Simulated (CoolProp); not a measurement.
A closed Brayton cycle with carbon dioxide: compressor inlet 320.15 K and 9.1 MPa, high pressure 20 MPa, turbine inlet 675 K, compressor efficiency 0.85, turbine efficiency 0.85, recuperator effectiveness 0.9 (on enthalpy, no pinch check). Each further row changes one setting.

Values from CoolProp's reference Helmholtz-energy equation of state, Span 1996.

```tsv
case	thermal efficiency (%)	net work (kJ/kg)	compressor to turbine work	compressor exit (K)	turbine exit (K)
as stated	___	47.1	0.40	374.5	594.1
turbine inlet 625 K	22.6	39.8	___	374.5	546.9
compressor inlet 330.15 K	23.3	39.7	___	394.6	594.1
high pressure 17 MPa	23.6	39.5	0.38	___	610.6
recuperator effectiveness 0.5	___	47.1	0.40	374.5	594.1
```

Q: Fill in the missing entries.

A: 
- as stated, thermal efficiency (%): 25.0
- turbine inlet 625 K, compressor to turbine work: 0.44
- compressor inlet 330.15 K, compressor to turbine work: 0.49
- high pressure 17 MPa, compressor exit (K): 363.1
- recuperator effectiveness 0.5, thermal efficiency (%): 16.1
